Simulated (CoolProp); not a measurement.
Saturation properties of CHF3 (R23) (Tc = 26.1 °C, pc = 4.832 MPa, ω = 0.263).

Values from CoolProp's reference Helmholtz-energy equation of state, Penoncello 2003.

```tsv
T (°C)	p (MPa)	vapour viscosity (µPa s)	liquid conductivity (mW/(m K))
-96.25	0.04119	8.69	149
-90.75	0.05946	8.99	143
-85.15	0.08425	9.30	138
-79.65	0.1160	9.60	133
-74.05	0.1573	9.90	128
-68.45	0.2093	10.2	124
-62.95	0.2724	10.5	120
-57.35	0.3509	10.8	116
-51.75	0.4457	11.1	112
```

It boils at -82.0 °C under 1 atm.

Viscosity comes from a separate model (Shan 2000). Thermal conductivity comes from a separate model (Shan 2000).
